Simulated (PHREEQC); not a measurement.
# Acid mine or pickling water: an equilibrium model

A made-up water analysis in mmol/kgw, 50 °C, pH 3.87, pe 8.9:

```tsv
constituent	mmol/kgw
Na	18.6
K	3
Ca	5.37
Mg	15.1
Cl	7.65
S(6)	26.5
Mn(2)	0.00825
Fe(3)	0.142
```

Na is adjusted to close the charge balance.
Valence states are taken as typed.

Equilibrium calculation in PHREEQC: ion-association model, phreeqc.dat.

```yaml
ionic_strength: 0.0655 mol/kgw
specific_conductance: 6580 µS/cm
density: 0.992 g/cm³
total_alkalinity: -0.411 meq/kg
```

```json
[
 {"species": "Na+", "molality": "0.0156", "activity": "0.0125", "log γ": "-0.096"},
 {"species": "SO4-2", "molality": "0.0155", "activity": "0.00636", "log γ": "-0.387"},
 {"species": "MgSO4", "molality": "0.00812", "activity": "0.00824", "log γ": "0.007"},
 {"species": "Cl-", "molality": "0.00765", "activity": "0.00603", "log γ": "-0.103"},
 {"species": "Mg+2", "molality": "0.00698", "activity": "0.00305", "log γ": "-0.360"},
 {"species": "Ca+2", "molality": "0.00344", "activity": "0.00146", "log γ": "-0.373"},
 {"species": "K+", "molality": "0.00282", "activity": "0.00221", "log γ": "-0.104"},
 {"species": "CaSO4", "molality": "0.00193", "activity": "0.00196", "log γ": "0.007"}
]
```

This is a speciation only: nothing precipitates in the calculation. Saturation is exceeded, for instance for Jarosite-K, Hematite (slow to form); the values hold only as long as no solid forms. Away from 25 °C the constants follow the database's enthalpies or fits; those with neither stay at their 25 °C values.
